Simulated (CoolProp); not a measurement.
Hydrogen chloride along the isobar 12100 kPa: density (kg/m³) from the reference equation and from simpler models built on Tc = 324.7 K, pc = 8314 kPa, ω = 0.130; each cubic takes its own stable root.

The numbers come from the reference Helmholtz-energy equation of state, Thol 2018 in CoolProp.

```tsv
T (K)	phase	reference	van der Waals	Redlich-Kwong
242.6	liquid	1063	648.7	914.8
258.1	liquid	1018	624.5	868.2
273.7	liquid	967.5	597.7	?
289.2	liquid	?	567.8	757.7
304.7	liquid	844.3	533.4	689.7
320.2	liquid	757.5	492.1	606.2
335.7	supercritical	617.7	?	492.9
351.2	supercritical	360.4	361.7	?
366.7	supercritical	255.9	274.8	253.6
382.3	supercritical	213.5	225.4	?
397.8	supercritical	188.4	197.1	188.3
```

Question: Some entries are withheld; supply them.

Answer: 
- 273.7, Redlich-Kwong: 816.1
- 289.2, reference: 911.1
- 335.7, van der Waals: 438.6
- 351.2, Redlich-Kwong: 340.3
- 382.3, Redlich-Kwong: 213.0
